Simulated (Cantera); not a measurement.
## Low-pressure radical oxidation in H2/O2

An isothermal, constant-pressure homogeneous reactor starts with 2.96 % H2, 46.2 % O2, 50.8 % N2, equivalence ratio 0.032, at 1375 K and 29.3 Torr.

Detailed kinetics in Cantera: the H2/O2 subset of GRI-Mech 3.0, which has no nitrogen chemistry. Radical loss at walls, strong at low pressure, is not modelled.

```
t (s)         x H2   x O2       x H    x H2O      x OH
--------  --------  -----  --------  -------  --------
0.000300    0.0296  0.462   2.60e-6  7.95e-6   4.41e-6
0.000646    0.0242  0.458   0.00121  0.00381   0.00188
0.00139   0.000630  0.438   0.00399   0.0253   0.00327
0.00300   0.000533  0.439   0.00342   0.0259   0.00306
0.00646   0.000451  0.442   0.00259   0.0265   0.00282
0.0139    0.000320  0.445   0.00151   0.0275   0.00239
0.0300    0.000171  0.449  0.000570   0.0286   0.00175
0.0646     6.51e-5  0.452  0.000131   0.0293   0.00108
0.139      1.92e-5  0.453   2.08e-5   0.0297  0.000589
0.300      5.20e-6  0.454   2.93e-6   0.0299  0.000308
0.646      1.48e-6  0.454   4.47e-7   0.0299  0.000165
1.39       4.74e-7  0.454   8.12e-8   0.0300   9.32e-5
3.00       1.77e-7  0.454   1.86e-8   0.0300   5.71e-5
```
x: mole fraction; the columns are a selection and need not sum to one.

Equilibrium at this temperature and pressure: H2 6.94e-8, O2 0.454, H 4.60e-9, H2O 0.0300, OH 3.58e-5 (gas phase only).
